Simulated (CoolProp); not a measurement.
Vapour-liquid equilibrium of ethane (1) + n-butane (2) at 201.8 K; x and y are mole fractions of (1).

Model: multi-fluid Helmholtz-energy mixture model, Bücker 2006 and Bücker 2006; pair parameters Kunz 2012, in CoolProp.

Give the bubble pressure and the first vapour's composition at x = 0.25, 0.35, 0.85. Is there an azeotrope?

x = 0.25: 0.06011 MPa, y = 0.971; x = 0.35: 0.08413 MPa, y = 0.982; x = 0.85: 0.1999 MPa, y = 0.998. No azeotrope shows between x = 0.05 and 0.95.

The pair parameters rest on a limited set of measurements; away from them the model extrapolates. The gap from Raoult's law changes sign with composition, which may be real or a fault of the pair parameters; it wasn't checked against measurements.
